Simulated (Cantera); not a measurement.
## Formation from one mole of O2

Cantera with NASA thermochemical tables; ideal gases at 1 bar, condensed phases pure. Values are per mole of reaction as written; species without (g) are pure solids or liquids, kept so even where they would boil at 1 bar.

Nb + O2(g) ⇌ NbO2(g)

```tsv
T (K)	ΔH° (kJ)	ΔS° (J/K)	ΔG° (kJ)	log10 K
300	-200.0	31.2	-209.4	36.46
425	-201.1	28.1	-213.1	26.19
525	-201.8	26.7	-215.8	21.47
625	-202.4	25.6	-218.4	18.25
725	-203.0	24.7	-220.9	15.92
825	-203.7	23.9	-223.4	14.14
925	-204.4	23.1	-225.7	12.75
```

2 B + O2(g) ⇌ B2O2(g)

```
T (K)  ΔH° (kJ)  ΔS° (J/K)  ΔG° (kJ)  log10 K
-----  --------  ---------  --------  -------
300      -456.0       25.8    -463.8    80.75
425      -455.7       26.9    -467.1    57.41
525      -455.8       26.7    -469.8    46.74
625      -456.1       26.1    -472.4    39.48
725      -456.6       25.4    -475.0    34.22
825      -457.2       24.6    -477.5    30.23
925      -457.8       23.9    -479.9    27.10
```

2 Si + O2(g) ⇌ 2 SiO(g)

```csv
T (K),ΔH° (kJ),ΔS° (J/K),ΔG° (kJ),log10 K
300,-200.9,180.3,-255.0,44.39
425,-202.3,176.4,-277.2,34.07
525,-203.6,173.6,-294.7,29.32
625,-205.0,171.1,-312.0,26.07
725,-206.5,168.9,-329.0,23.70
825,-208.0,167.0,-345.8,21.89
925,-209.6,165.2,-362.4,20.46
```

2 C + O2(g) ⇌ 2 CO(g)

```csv
T (K),ΔH° (kJ),ΔS° (J/K),ΔG° (kJ),log10 K
300,-221.0,178.8,-274.7,47.82
425,-220.1,181.4,-297.2,36.53
525,-220.0,181.6,-315.4,31.38
625,-220.4,180.9,-333.5,27.87
725,-221.1,179.9,-351.6,25.33
825,-222.1,178.7,-369.5,23.39
925,-223.1,177.5,-387.3,21.87
```
